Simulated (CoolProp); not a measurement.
Model: reference Helmholtz-energy equation of state, Wu 2011, in CoolProp.

Give the vapour pressure (bar), vapour density (kg/m³), enthalpy of vaporisation (kJ/kg), liquid viscosity (µPa s) of saturated dimethyl ether at 7.55 °C.


| T (°C) | p (bar) | vapour density (kg/m³) | enthalpy of vaporisation (kJ/kg) | liquid viscosity (µPa s) |
|---|---|---|---|---|
| 7.55 | 3.45 | 7.42 | 425 | 149 |

Viscosity comes from a separate model (Meng 2012).
